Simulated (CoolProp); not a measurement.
Properties of carbon monoxide along the isobar 203 bar.

Computed with CoolProp (reference Helmholtz-energy equation of state, Lemmon 2006). It is a short technical equation, of lower accuracy than the large ones.

```tsv
T (K)	phase	density (kg/m³)	cv (kJ/(kg K))	isothermal compressibility (1/MPa)	fugacity coefficient
110.2	liquid	732.8	1.031	0.003991	0.1019
133.5	supercritical	643.4	0.9576	___	0.2458
156.9	supercritical	___	0.9074	0.01413	0.4192
180.3	supercritical	454.9	0.8709	0.02373	___
203.6	supercritical	377.4	0.8436	0.03238	___
227	supercritical	319.1	0.8232	0.03763	0.8172
250.4	supercritical	276.6	0.8082	0.04031	0.8919
273.7	supercritical	245.1	0.7975	0.04169	0.9465
297.1	supercritical	220.8	0.7899	0.04245	0.9868
320.5	supercritical	201.4	0.7845	0.04291	1.016
343.8	supercritical	185.6	0.7810	0.04321	1.038
367.2	supercritical	172.4	0.7789	0.04344	1.055
390.6	supercritical	161.1	0.7780	0.04362	1.067
```

**Question.** Complete the blanks.

**Answer.** 
- 133.5, isothermal compressibility (1/MPa): 0.007482
- 156.9, density (kg/m³): 547.9
- 180.3, fugacity coefficient: 0.5829
- 203.6, fugacity coefficient: 0.7159
